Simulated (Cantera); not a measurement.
Standard-state values (1 bar) from the NASA 1993 polynomials, evaluated with Cantera. Values are per mole of reaction as written; species without (g) are pure solids or liquids, kept so even where they would boil at 1 bar.

C + 4 Cl(g) ⇌ CCl4(g), with ΔH° = -581.0 kJ and ΔS° = -356.5 J/K at 300 K.

Problem. How far is the shortcut ΔG° ≈ ΔH°(300 K) − T·ΔS°(300 K) from the full temperature-dependent value at 1100, 1300, 1500, 1700, 1900, 2100, 2300, 2500, 2700, 2900 K?

Solution. 
```json
[
 {"T (K)": "1100", "shortcut (kJ)": "-188.9", "full (kJ)": "-183.0", "difference (kJ)": "-5.9", "difference in log10 K": "0.28"},
 {"T (K)": "1300", "shortcut (kJ)": "-117.6", "full (kJ)": "-109.4", "difference (kJ)": "-8.2", "difference in log10 K": "0.33"},
 {"T (K)": "1500", "shortcut (kJ)": "-46.3", "full (kJ)": "-35.7", "difference (kJ)": "-10.6", "difference in log10 K": "0.37"},
 {"T (K)": "1700", "shortcut (kJ)": "25.0", "full (kJ)": "38.2", "difference (kJ)": "-13.2", "difference in log10 K": "0.40"},
 {"T (K)": "1900", "shortcut (kJ)": "96.3", "full (kJ)": "112.1", "difference (kJ)": "-15.8", "difference in log10 K": "0.43"},
 {"T (K)": "2100", "shortcut (kJ)": "167.6", "full (kJ)": "186.1", "difference (kJ)": "-18.5", "difference in log10 K": "0.46"},
 {"T (K)": "2300", "shortcut (kJ)": "238.9", "full (kJ)": "260.2", "difference (kJ)": "-21.3", "difference in log10 K": "0.48"},
 {"T (K)": "2500", "shortcut (kJ)": "310.2", "full (kJ)": "334.3", "difference (kJ)": "-24.1", "difference in log10 K": "0.50"},
 {"T (K)": "2700", "shortcut (kJ)": "381.5", "full (kJ)": "408.4", "difference (kJ)": "-27.0", "difference in log10 K": "0.52"},
 {"T (K)": "2900", "shortcut (kJ)": "452.7", "full (kJ)": "482.6", "difference (kJ)": "-29.9", "difference in log10 K": "0.54"}
]
```
The shortcut ignores the heat-capacity change of the reaction.
